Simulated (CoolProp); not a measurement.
R236EA along the isotherm 138.85 °C: density (kg/m³) from the reference equation and from simpler models built on Tc = 139.3 °C, pc = 34.14 bar, ω = 0.368; each cubic takes its own stable root.

The numbers come from the reference Helmholtz-energy equation of state, Rui 2013 in CoolProp.

```json
[
 {"p (bar)": "5.45", "phase": "gas", "reference": "25.66"},
 {"p (bar)": "10.9", "phase": "gas", "reference": "54.95"},
 {"p (bar)": "16.4", "phase": "gas", "reference": "89.85"},
 {"p (bar)": "21.8", "phase": "gas", "reference": "132.6"},
 {"p (bar)": "27.3", "phase": "gas", "reference": "193.4"},
 {"p (bar)": "32.7", "phase": "gas", "reference": "317.5"},
 {"p (bar)": "38.2", "phase": "liquid", "reference": "852.0"},
 {"p (bar)": "43.6", "phase": "liquid", "reference": "904.2"},
 {"p (bar)": "49.1", "phase": "liquid", "reference": "937.6"},
 {"p (bar)": "54.5", "phase": "liquid", "reference": "962.2"},
 {"p (bar)": "60", "phase": "liquid", "reference": "982.6"}
]
```

Q: How far does each simpler model (van der Waals, Redlich-Kwong, Peng-Robinson) lie from the reference over these 11 states: mean and median of the absolute difference, and the worst?

A: 
- van der Waals: mean 17.0 %, median 12.7 %, worst -33.4 % at 138.85 °C and 38.2 bar
- Redlich-Kwong: mean 8.7 %, median 5.0 %, worst -21.2 % at 138.85 °C and 38.2 bar
- Peng-Robinson: mean 4.7 %, median 2.7 %, worst -12.7 % at 138.85 °C and 38.2 bar
